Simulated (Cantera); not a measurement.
**Low-pressure radical oxidation in H2/O2**

A perfectly stirred reactor is fed with H₂ : O₂ : N₂ = 0.14 : 1 : 0.92 (molar parts), equivalence ratio 0.070, at 11.3 Torr; it is held at 900 K, and followed from long to short residence time.

Model: the H2/O2 subset of GRI-Mech 3.0, which has no nitrogen chemistry, integrated in Cantera. Radical loss at walls, strong at low pressure, is not modelled. Below about 950 K walls govern HO2 and H2O2 in real vessels. The temperature is held fixed by assumption; the heat of reaction is taken as removed at once.

```json
[
 {"τ (s)": "4.5", "x H₂": "0.000607", "x O₂": "0.467", "x HO₂": "3.41e-6", "x OH": "0.000122", "x H₂O": "0.0696"},
 {"τ (s)": "2.1", "x H₂": "0.000930", "x O₂": "0.467", "x HO₂": "4.23e-6", "x OH": "0.000167", "x H₂O": "0.0692"},
 {"τ (s)": "0.97", "x H₂": "0.00142", "x O₂": "0.467", "x HO₂": "5.09e-6", "x OH": "0.000232", "x H₂O": "0.0686"},
 {"τ (s)": "0.45", "x H₂": "0.00216", "x O₂": "0.467", "x HO₂": "5.91e-6", "x OH": "0.000324", "x H₂O": "0.0677"},
 {"τ (s)": "0.21", "x H₂": "0.00326", "x O₂": "0.467", "x HO₂": "6.63e-6", "x OH": "0.000451", "x H₂O": "0.0662"},
 {"τ (s)": "0.097", "x H₂": "0.00493", "x O₂": "0.467", "x HO₂": "7.20e-6", "x OH": "0.000625", "x H₂O": "0.0638"},
 {"τ (s)": "0.045", "x H₂": "0.00744", "x O₂": "0.466", "x HO₂": "7.55e-6", "x OH": "0.000847", "x H₂O": "0.0601"},
 {"τ (s)": "0.021", "x H₂": "0.0112", "x O₂": "0.466", "x HO₂": "7.65e-6", "x OH": "0.00110", "x H₂O": "0.0544"},
 {"τ (s)": "0.0098", "x H₂": "0.0171", "x O₂": "0.467", "x HO₂": "7.46e-6", "x OH": "0.00134", "x H₂O": "0.0460"},
 {"τ (s)": "0.0046", "x H₂": "0.0262", "x O₂": "0.468", "x HO₂": "7.03e-6", "x OH": "0.00146", "x H₂O": "0.0351"}
]
```
x: mole fraction; the columns are a selection and need not sum to one.
